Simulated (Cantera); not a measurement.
Cantera run:

```python
import numpy as np
import cantera as ct

gas_names = """
    H HNO HNO2 HNO3 HO2 H2 H2O H2O2 N NH NH2 NH3 NH2OH NO NO2 NO3 N2 N2H2 N2H4 N2O O OH O2 O3 Si SiH
    SiH2 SiH3 SiH4 SiN SiO SiO2 Si2 Si2N Si3
""".split()
cond_names = """
    H2O(s) H2O(L) Si(cr) Si(L) SiO2(Lqz) SiO2(hqz) SiO2(L) Si2N2O(s) Si3N4(a)
""".split()


# ... load() reads the species with a 1 bar reference pressure and builds the phases ...
atoms = {
    'Si3N4': {'Si': 3, 'N': 4},
    'N2O': {'N': 2, 'O': 1},
    'H2': {'H': 2},
}
top_T = {'Si2N2O(s)': 2100, 'Si3N4(a)': 2400}  # K; cautious upper limits of use, not melting points


# ... equilibrate(T, P, feed) seeds the gas with the atoms and calls Mixture.equilibrate('TP', solver="vcs", rtol=1e-11, max_steps=5000) ...
results = []
feed = {'Si3N4': 1, 'N2O': 0.08, 'H2': 6.1}  # mol
P = 14000  # Pa
for T in [1525, 1575, 1625, 1675, 1725, 1775, 1825, 1875]:
    mix = equilibrate(T, P, feed)
    results.append((T, P, feed, dict(zip(mix.species_names, mix.species_moles))))
    x = sorted(zip(gas.X, gas.species_names), reverse=True)
    print(f"T = {T:g} K  P = {P:g} Pa  gas = {mix.phase_moles(0):.4g} mol")
    print("   x: " + "  ".join(f"{s} {v:.3e}" for v, s in x if v > 1e-05))
    print("   condensed (mol): " + ("  ".join(f"{mix.phase(i).name} {mix.phase_moles(i):.4g}"
          for i in range(1, mix.n_phases) if mix.phase_moles(i) > 1e-12) or "none"))
```

Result:

```
T = 1525 K  P = 14000 Pa  gas = 6.207 mol
   x: H2 9.827e-01  N2 1.719e-02  H 6.268e-05
   condensed (mol): Si2N2O(s) 0.07998  Si3N4(a) 0.9467
T = 1575 K  P = 14000 Pa  gas = 6.207 mol
   x: H2 9.827e-01  N2 1.719e-02  H 1.101e-04  SiO 1.510e-05
   condensed (mol): Si2N2O(s) 0.07991  Si3N4(a) 0.9467
T = 1625 K  P = 14000 Pa  gas = 6.208 mol
   x: H2 9.825e-01  N2 1.720e-02  H 1.869e-04  SiO 5.835e-05
   condensed (mol): Si2N2O(s) 0.07964  Si3N4(a) 0.9468
T = 1675 K  P = 14000 Pa  gas = 6.209 mol
   x: H2 9.822e-01  N2 1.725e-02  H 3.075e-04  SiO 2.074e-04
   condensed (mol): Si2N2O(s) 0.07871  Si3N4(a) 0.9471
T = 1725 K  P = 14000 Pa  gas = 6.215 mol
   x: H2 9.813e-01  N2 1.751e-02  SiO 6.807e-04  H 4.917e-04  SiH2 1.692e-05
   condensed (mol): Si(L) 0.0009438  Si2N2O(s) 0.07577  Si3N4(a) 0.9477
T = 1775 K  P = 14000 Pa  gas = 6.378 mol
   x: H2 9.560e-01  N2 4.158e-02  SiO 1.570e-03  H 7.564e-04  SiH2 2.393e-05  Si 1.568e-05
   condensed (mol): Si(L) 0.2325  Si2N2O(s) 0.06998  Si3N4(a) 0.8724
T = 1825 K  P = 14000 Pa  gas = 6.763 mol
   x: H2 9.013e-01  N2 9.403e-02  SiO 3.455e-03  H 1.117e-03  Si 3.248e-05  SiH2 3.209e-05  SiH 1.226e-05
   condensed (mol): Si(L) 0.7817  Si2N2O(s) 0.05663  Si3N4(a) 0.6937
T = 1875 K  P = 14000 Pa  gas = 7.736 mol
   x: H2 7.877e-01  N2 2.033e-01  SiO 7.280e-03  H 1.555e-03  Si 6.470e-05  SiH2 3.914e-05  SiH 1.992e-05
   condensed (mol): Si(L) 2.17  Si2N2O(s) 0.02368  Si3N4(a) 0.2418
```

These are equilibrium values from Cantera (NASA tables, ideal gas, pure condensed phases), not measurements of a reactor. Mutual solubility and eutectic melting of coexisting phases are not modelled. Gases not in the tables: Si2H6 and higher silanes.
